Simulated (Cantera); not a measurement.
Input: 1 mol CH₂F₂, 0.015 mol CH₄, at 1827 °C and 1000 Pa.

These are equilibrium values from Cantera (NASA tables, ideal gas, pure condensed phases), not measurements of a reactor. Candidate condensed phases: C, C₆H₆, C₇H₈, C₈H₁₈; 95 gas species. The numbers say what is thermodynamically allowed, not how fast it happens.

Base state: HF 0.983, H₂ 0.0130, H 0.00356, F 0.000162, C₂H₂ (acetylene) 1.88e-5 (mole fractions); condensed: C(graphite).

What changes in the equilibrium state with this change: CH₄ from 0.015 to 0.084 mol?


```
species             before     after
----------------  --------  --------
HF                   0.983     0.919
H₂                  0.0130    0.0729
H                  0.00356   0.00841
C₂H₂ (acetylene)   1.88e-5  0.000105
F                 0.000162   6.42e-5
C(graphite), mol      1.01      1.08
```

What changes in the equilibrium state with this change: temperature from 1827 °C to 2350 °C?


```
species             before     after
----------------  --------  --------
HF                   0.983     0.946
H                  0.00356    0.0324
F                 0.000162    0.0147
H₂                  0.0130   0.00590
C₂                 2.48e-9   2.90e-5
C₃                 2.89e-8  0.000307
C                  2.37e-8   8.33e-5
C(graphite), mol      1.01      1.01
```

What changes in the equilibrium state with this change: temperature from 1827 °C to 2800 °C?


| species | before | after |
|---|---|---|
| HF | 0.983 | 0.627 |
| H | 0.00356 | 0.144 |
| F | 0.000162 | 0.118 |
| C₃ | 2.89e-8 | 0.0667 |
| CF | 1.20e-6 | 0.0159 |
| H₂ | 0.0130 | 0.00540 |
| C₂ | 2.48e-9 | 0.00688 |
| C₅ | <1e-9 | 0.00152 |
| C(graphite), mol | 1.01 | 0.348 |
